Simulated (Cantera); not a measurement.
**Equilibrium for tantalum, niobium, vanadium and zirconium in process gases: V + NH3 + H2**

Feed: 1 mol V, 8.3 mol NH3, 120 mol H2, equilibrated at 0.00120 Torr.

These are equilibrium values from Cantera (NASA tables, ideal gas, pure condensed phases), not measurements of a reactor. Candidate condensed phases: V, VN; 11 gas species. VN: taken at fixed stoichiometry. Condensed phases not in the tables: V2N, N, O or C dissolved in the metal. The numbers say what is thermodynamically allowed, not how fast it happens.

```
T (K)       x H      x H2    x N2       x V       x N  n VN(s)  n V(s)
-----  --------  --------  ------  --------  --------  -------  ------
825     6.19e-9     0.973  0.0268    <1e-12    <1e-12     1.00       0
975     8.92e-7     0.973  0.0268    <1e-12    <1e-12     1.00       0
1125    3.47e-5     0.973  0.0268    <1e-12    <1e-12     1.00       0
1275   0.000575     0.973  0.0268   6.70e-9    <1e-12    1.000       0
1425    0.00530     0.964  0.0303   6.45e-6  1.11e-12        0   0.999
1575     0.0318     0.938  0.0299  0.000388  5.16e-11        0   0.946
1725      0.134     0.831  0.0281   0.00678   1.21e-9        0       0
1875      0.393     0.576  0.0242   0.00584   1.62e-8        0       0
2025      0.740     0.236  0.0190   0.00458   1.40e-7        0       0
2175      0.923    0.0572  0.0162   0.00391   9.29e-7        0       0
2325      0.968    0.0124  0.0156   0.00375   5.05e-6        0       0
2475      0.978   0.00302  0.0154   0.00371   2.27e-5        0       0
2625      0.980  0.000853  0.0153   0.00371   8.62e-5        0       0
```
x: gas mole fraction; n: condensed amount in mol.

From 825 K to 1275 K the condensed part is VN(s). From 1425 K to 1575 K the condensed part is V(s). From 1725 K to 2625 K nothing is condensed.
